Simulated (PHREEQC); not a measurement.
Solution (75 °C): 2 mol KOH per kg of water. Closed to the air; pH follows from the charge balance.

Computed with PHREEQC (Pitzer model, pitzer.dat).

This is a speciation only: nothing precipitates in the calculation.

Question: Predict the pH, density.

Answer: pH 13.02; density 1.061 g/cm³.

In brines, pH and single-ion activities rest on the MacInnes convention. Constants without temperature data keep their 25 °C values here.
